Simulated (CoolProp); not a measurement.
A Linde-Hampson liquefier for carbon monoxide: isothermal reversible compression at 230 K from 1 atm to 5 MPa, throttling to 1 atm, return gas leaving the recuperator 10 K below the feed. Each further row changes one setting.

Model: reference Helmholtz-energy equation of state, Lemmon 2006, in CoolProp. It is a short technical equation, of lower accuracy than the large ones.

```csv
case,liquid yield per pass,compression work (kJ/kg of gas)
as stated,___,261
high pressure 10 MPa,___,___
warm-end temperature 260 K,0.015,___
warm-end gap 15 K,0.015,261
```

Q: Complete the blanks.

A: 
- as stated, liquid yield per pass: 0.030
- high pressure 10 MPa, liquid yield per pass: 0.084
- high pressure 10 MPa, compression work (kJ/kg of gas): 305
- warm-end temperature 260 K, compression work (kJ/kg of gas): 298
